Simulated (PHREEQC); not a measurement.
A solution holds 0.0012 mol Na2S and 0.19 mol HCl per kg of water, at 20 °C. Closed to the air; pH follows from the charge balance.

Computed with PHREEQC (ion-association model, phreeqc.dat).

```
Item                         Result
--------------------  -------------
pH                             0.82
ionic strength        0.190 mol/kgw
activity of water             0.994
specific conductance    56600 µS/cm
density                 1.002 g/cm³
total alkalinity        -188 meq/kg
```

| species | molality | activity | log γ |
|---|---|---|---|
| Cl- | 0.190 | 0.137 | -0.142 |
| H+ | 0.188 | 0.150 | -0.096 |
| Na+ | 0.00240 | 0.00180 | -0.124 |
| H2S | 0.00120 | 0.00125 | 0.019 |
| HS- | 1.14e-9 | 8.16e-10 | -0.147 |

Precipitation was switched off in this run.
